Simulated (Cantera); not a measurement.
Feed: 1 mol NH3, 0.14 mol SO2, at 998 K and 10.0 mbar.

These are equilibrium values from Cantera (NASA tables, ideal gas, pure condensed phases), not measurements of a reactor. Candidate condensed phases: H2O, H2SO4, S; 35 gas species. Kinetics and transport are ignored.

Base state: H2 0.540, N2 0.250, H2O 0.140, H2S 0.0698, S2 8.67e-5 (mole fractions); condensed: gas only.

Task: What changes in the equilibrium state with this change: NH3 replaced by CO2?

Result: 
| species | before | after |
|---|---|---|
| CO2 | 0 | 0.877 |
| SO2 | 5.47e-8 | 0.123 |
| H2 | 0.540 | 0 |
| N2 | 0.250 | 0 |
| H2O | 0.140 | 0 |
| H2S | 0.0698 | 0 |
| S2 | 8.67e-5 | <1e-9 |
Further candidate phases: C.
